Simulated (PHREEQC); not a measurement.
A solution holds 0.0024 mol/kgw FeCl3, 5.3e-05 mol/kgw ZnCl2, 0.00011 mol/kgw H2SO4 and 0.00088 mol/kgw Na2SO4, at 15 °C. Closed to the air; pH follows from the charge balance.

All values are PHREEQC results (ion-association model, wateq4f.dat), not measurements.

Each row changes one thing in this solution. No solid was allowed to form.

| case | pH | ionic strength (mol/kgw) | FeOH+2 (mol/kgw) | FeSO4+ (mol/kgw) | Fe+3 (mol/kgw) | SO4-2 (mol/kgw) | SI of Jarosite-Na (NaFe3(SO4)2(OH)6) | SI of Goethite (FeOOH) |
|---|---|---|---|---|---|---|---|---|
| as made | 2.86 | 0.0117 | 0.000912 | 0.000567 | 0.000554 | 0.000380 | +0.61 | +5.58 |
| diluted 2-fold with water | 3.04 | 0.00593 | 0.000589 | 0.000206 | 0.000214 | 0.000270 | +0.24 | +5.80 |
| ZnCl2 from 5.3e-05 to 0.000265 mol/kgw | 2.86 | 0.0124 | 0.000911 | 0.000559 | 0.000557 | 0.000381 | +0.59 | +5.57 |
| FeCl3 from 0.0024 to 0.012 mol/kgw | 2.37 | 0.0608 | 0.00208 | 0.000792 | 0.00494 | 0.000150 | -1.46 | +4.80 |
| ZnCl2 replaced by MnCl2 at the same molality | 2.86 | 0.0117 | 0.000912 | 0.000567 | 0.000553 | 0.000380 | +0.61 | +5.58 |

Complexes and solids missing from the database can't appear. Some of these states are supersaturated (in Jarosite-Na, Hematite (slow to form), Goethite (slow to form), for instance).
